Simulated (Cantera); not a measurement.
An adiabatic, constant-pressure homogeneous reactor starts with H₂ : O₂ : N₂ = 1 : 0.595 : 2.24 (molar parts), equivalence ratio 0.84, at 1675 K and 1580 Torr.

Detailed kinetics in Cantera: the H2/O2 subset of GRI-Mech 3.0, which has no nitrogen chemistry. The hydrogen kinetics of GRI-Mech 3.0 are dated; newer H2 mechanisms differ, most at raised pressure.

One state of this run: T (K) = 2594; x H₂ = 0.0435; x O₂ = 0.0378; x H₂O = 0.199; x OH = 0.0376; x HO₂ = 1.39e-5; x H = 0.0357; x O = 0.0201. x: mole fraction; the columns are a selection and need not sum to one.

Q: Which value of t (s) does it belong to?
(A) 0.00224
(B) 1.69e-5
(C) 0.00758
(D) 0.0257

A: B, 1.69e-5
